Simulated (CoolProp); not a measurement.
Properties of C3F8 (R218) along the isotherm 354.7 K (Tc = 345.0 K, pc = 2.640 MPa, ω = 0.317).

Values from CoolProp's reference Helmholtz-energy equation of state, Lemmon 2006. It is a short technical equation, of lower accuracy than the large ones.

```csv
p (MPa),phase,Z,cp (kJ/(kg K)),Joule-Thomson coefficient (K/MPa),isothermal compressibility (1/MPa)
1.32,gas,0.8278,0.9633,9.531,0.9445
2.64,gas,0.5546,1.513,14.60,0.9177
3.96,supercritical,0.2777,1.751,3.584,0.1651
5.28,supercritical,0.3281,1.386,1.541,0.05605
6.6,supercritical,0.3874,1.286,0.9368,0.03393
7.92,supercritical,0.4476,1.235,0.6326,0.02445
9.24,supercritical,0.5075,1.203,0.4452,0.01917
10.6,supercritical,0.5687,1.180,0.3133,0.01572
11.9,supercritical,0.6265,1.164,0.2208,0.01342
13.2,supercritical,0.6837,1.151,0.1493,0.01173
```

The peak of cp marks the crossing from liquid-like to gas-like fluid above the critical point.
